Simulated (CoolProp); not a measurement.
Computed with CoolProp (reference Helmholtz-energy equation of state, Lemmon 2006). It is a short technical equation, of lower accuracy than the large ones.

**Question.** For carbonyl sulfide, give the phase and the cp (kJ/(kg K)), isothermal compressibility (1/MPa) at 260.4 K and 34.6 MPa; 392.3 K and 34.6 MPa.

**Answer.** 
- 260.4 K and 34.6 MPa: liquid; cp 1.15, isothermal compressibility 0.00127
- 392.3 K and 34.6 MPa: supercritical; cp 1.29, isothermal compressibility 0.00492
